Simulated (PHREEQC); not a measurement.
**Ultrapure water in contact with air or piping: speciation**

Synthetic water in mmol/kgw, 25 °C, pH 6.26, pe 9.4: Na 0.00443; K 0.00132; Ca 0.00172; Mg 0.00186; Cl 0.00161; S(6) 0.00282; Alkalinity (meq/kgw) 0.0056; Cu(2) 5.48e-06; N(5) 0.00031.

Na is adjusted to close the charge balance.
Valence states are taken as typed.

All values are PHREEQC results (ion-association model, phreeqc.dat), not measurements.

```json
{
  "ionic_strength": "2.01e-5 mol/kgw"
}
```

```
species  molality  activity   log γ
-------  --------  --------  ------
CO2       7.54e-6   7.54e-6   0.000
HCO3-     6.13e-6   6.10e-6  -0.002
Na+       4.67e-6   4.65e-6  -0.002
SO4-2     2.82e-6   2.76e-6  -0.009
Mg+2      1.86e-6   1.82e-6  -0.009
Ca+2      1.72e-6   1.68e-6  -0.009
Cl-       1.61e-6   1.60e-6  -0.002
K+        1.32e-6   1.31e-6  -0.002
H+        5.52e-7   5.49e-7  -0.002
NO3-      3.10e-7   3.08e-7  -0.002
```

No solid was allowed to form.
